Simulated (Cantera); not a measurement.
An isothermal, constant-pressure homogeneous reactor starts with H2 : O2 : N2 = 0.013 : 1 : 1.7 (molar parts), at 1098 K and 2100 Pa.

Computed with Cantera and GRI-Mech 3.0 (53 species, 325 reactions). Radical loss at walls, strong at low pressure, is not modelled.

x: mole fraction; the columns are a selection and need not sum to one.

| t (s) | x H2 | x O2 | x H2O2 | x H2O | x NO | x O | x HO2 |
|---|---|---|---|---|---|---|---|
| 1.00e-6 | 0.00479 | 0.369 | <1e-12 | <1e-12 | <1e-12 | <1e-12 | <1e-12 |
| 3.76e-6 | 0.00479 | 0.369 | <1e-12 | <1e-12 | <1e-12 | <1e-12 | 1.16e-12 |
| 1.41e-5 | 0.00479 | 0.369 | <1e-12 | <1e-12 | <1e-12 | <1e-12 | 4.38e-12 |
| 5.31e-5 | 0.00479 | 0.369 | <1e-12 | <1e-12 | <1e-12 | 3.15e-12 | 1.65e-11 |
| 0.000200 | 0.00479 | 0.369 | <1e-12 | 4.37e-12 | <1e-12 | 3.24e-11 | 6.21e-11 |
| 0.000751 | 0.00479 | 0.369 | <1e-12 | 1.22e-10 | <1e-12 | 2.68e-10 | 2.35e-10 |
| 0.00282 | 0.00479 | 0.369 | <1e-12 | 4.59e-9 | <1e-12 | 4.59e-9 | 9.31e-10 |
| 0.0106 | 0.00477 | 0.369 | 5.33e-11 | 1.37e-5 | <1e-12 | 1.16e-5 | 1.49e-7 |
| 0.0399 | 2.65e-5 | 0.365 | (withheld) | 0.00454 | 7.75e-9 | 0.00285 | 9.79e-7 |
| 0.150 | 9.36e-6 | 0.366 | (withheld) | 0.00469 | 1.63e-8 | 0.00112 | 6.37e-7 |
| 0.564 | 1.51e-6 | 0.367 | (withheld) | 0.00477 | 1.86e-8 | 0.000186 | 2.50e-7 |
| 2.12 | 1.48e-7 | 0.367 | (withheld) | 0.00479 | 1.93e-8 | 1.91e-5 | 5.62e-8 |
| 7.98 | 1.55e-8 | 0.367 | 5.99e-10 | 0.00480 | 1.95e-8 | 2.09e-6 | 9.38e-9 |
| 30.0 | 2.22e-9 | 0.367 | 1.04e-10 | 0.00480 | 1.96e-8 | 3.09e-7 | 1.70e-9 |

Problem. Some entries are withheld; supply them.

Solution. 
- 0.0399, x H2O2: 1.50e-8
- 0.150, x H2O2: 1.33e-8
- 0.564, x H2O2: 9.42e-9
- 2.12, x H2O2: 3.27e-9
